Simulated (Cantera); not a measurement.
**Adiabatic ignition**

An adiabatic, constant-volume homogeneous reactor starts with 12.2 % H₂, 18.5 % O₂, 69.3 % N₂, equivalence ratio 0.33, at 1575 K and 4.93 atm.

Model: GRI-Mech 3.0 (53 species, 325 reactions), integrated in Cantera. The hydrogen kinetics of GRI-Mech 3.0 are dated; newer H2 mechanisms differ, most at raised pressure.

```tsv
t (s)	T (K)	P (bar)	x H₂	x O₂	x N₂O	x NO	x H	x H₂O₂
4.00e-6	2220	6.78	0.00678	0.120	1.52e-6	3.50e-5	0.00863	1.23e-6
2.01e-5	2543	7.62	0.000951	0.128	2.54e-6	0.000158	0.000354	9.29e-7
0.000101	2544	7.62	0.000918	0.128	2.48e-6	0.000566	0.000336	9.40e-7
0.000504	2539	7.60	0.000904	0.127	2.46e-6	0.00248	0.000328	9.28e-7
0.00253	2524	7.56	0.000856	0.124	2.44e-6	0.00929	0.000299	8.86e-7
0.0127	2507	7.50	0.000806	0.121	2.48e-6	0.0166	0.000271	8.42e-7
0.0635	2506	7.50	0.000803	0.120	2.48e-6	0.0170	0.000269	8.40e-7
0.318	2506	7.50	0.000803	0.120	2.48e-6	0.0170	0.000269	8.40e-7
1.60	2506	7.50	0.000803	0.120	2.48e-6	0.0170	0.000269	8.40e-7
8.00	2506	7.50	0.000803	0.120	2.48e-6	0.0170	0.000269	8.40e-7
```
x: mole fraction; the columns are a selection and need not sum to one.

```yaml
time_of_steepest_temperature_rise: 2.58 µs
temperature at 8.00 s: 2506 K
equilibrium_temperature: 2506 K
x(H₂) at 8.00 s: 0.000803 (gas-phase equilibrium 0.000803)
x(O₂) at 8.00 s: 0.120 (gas-phase equilibrium 0.120)
x(N₂O) at 8.00 s: 2.48e-6 (gas-phase equilibrium 2.48e-6)
```
